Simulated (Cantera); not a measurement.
## SO₂ + H₂ (abatement and gas-phase synthesis)

Charge: 1 mol SO₂, 3.2 mol H₂, at 59000 Pa.

Method: chemical equilibrium by Gibbs-energy minimisation in Cantera with the NASA 1993 tables (ideal gas, pure condensed phases). Candidate condensed phases: H₂O, H₂SO₄, S; 19 gas species. The numbers say what is thermodynamically allowed, not how fast it happens.

| T (K) | x H₂O | x H₂ | x H | x SO | x S₂ | x OH | x S | x SO₂ | x O | x H₂S | x SH |
|---|---|---|---|---|---|---|---|---|---|---|---|
| 2148 | 0.444 | 0.367 | 0.00329 | 0.0182 | 0.0798 | 0.000512 | 0.00289 | 0.0348 | 3.23e-6 | 0.0323 | 0.0166 |
| 2348 | 0.398 | 0.397 | 0.0101 | 0.0341 | 0.0655 | 0.00175 | 0.00740 | 0.0427 | 3.01e-5 | 0.0206 | 0.0222 |
| 2548 | 0.352 | 0.414 | 0.0259 | 0.0536 | 0.0481 | 0.00481 | 0.0152 | 0.0465 | 0.000197 | 0.0128 | 0.0261 |
| 2748 | 0.306 | 0.414 | 0.0569 | 0.0725 | 0.0310 | 0.0113 | 0.0259 | 0.0462 | 0.000981 | 0.00752 | 0.0269 |
| 2948 | 0.259 | 0.392 | 0.109 | 0.0859 | 0.0174 | 0.0230 | 0.0372 | 0.0421 | 0.00396 | 0.00409 | 0.0244 |
| 3148 | 0.205 | 0.348 | 0.187 | 0.0902 | 0.00894 | 0.0407 | 0.0471 | 0.0346 | 0.0132 | 0.00206 | 0.0199 |
| 3348 | 0.140 | 0.286 | 0.287 | 0.0842 | 0.00466 | 0.0593 | 0.0560 | 0.0240 | 0.0351 | 0.000995 | 0.0153 |
x: gas mole fraction; nothing condenses.

From 2148 K to 3348 K nothing is condensed.
